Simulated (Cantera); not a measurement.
Charge: 1 mol Si2Cl6, 0.094 mol Cl2, 130 mol H2, at 677 °C and 368 Torr.

Method: chemical equilibrium by Gibbs-energy minimisation in Cantera with the NASA 1993 tables (ideal gas, pure condensed phases). Candidate condensed phases: Si; 19 gas species. The feed counts by its element totals alone. The tables' values for SiCl3 are old estimates; treat these amounts as uncertain. Equilibrium is a limit: real reactors are often held back by kinetics, nucleation or transport.

Task: What is the equilibrium state?

Result: 
- x(H2): 0.983
- x(SiCl4): 0.00587
- x(SiHCl3): 0.00586
- x(HCl): 0.00451
- x(SiH2Cl2): 0.000594
- x(SiCl3): 7.46e-5
- x(SiCl2): 3.17e-5
- x(SiH3Cl): 1.50e-5
- n(Si(s)): 0.364 mol
- gas amount: 131.5 mol
